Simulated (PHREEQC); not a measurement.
0.059 g of hydrous ferric oxide (600 m²/g; 0.2 weak and 0.005 strong sites per Fe, Dzombak-Morel constants, diffuse double layer) in 1 kg of water with 0.001 mol/kgw of an inert sodium salt and 5.2e-07 mol/kgw CuSO4, 1.2e-05 mol/kgw BaCl2 and 5.9e-07 mol/kgw PbCl2, at 25 °C; the pH is set by adding NaOH or the inert anion's acid. Oxygen alone is held at its pressure in air (log pO2 = -0.68). No CO2 enters from the air. No solid was allowed to form.

The series has 17 steps of pH, from 4 to 10.

All values are PHREEQC results (ion-association model, wateq4f.dat), not measurements.

### Question
Near which pH is half of the S sorbed, and on which side is more sorbed?

### Answer
Near pH 6.4, with more sorbed at lower pH.

### Question
Near which pH is half of the Cu sorbed, and on which side is more sorbed?

### Answer
Near pH 5.4, with more sorbed at higher pH.

### Question
Near which pH is half of the Ba sorbed, and on which side is more sorbed?

### Answer
Near pH 9.6, with more sorbed at higher pH.

The database's constant for dissolved Cu(OH)2 is higher than later reviews accept.
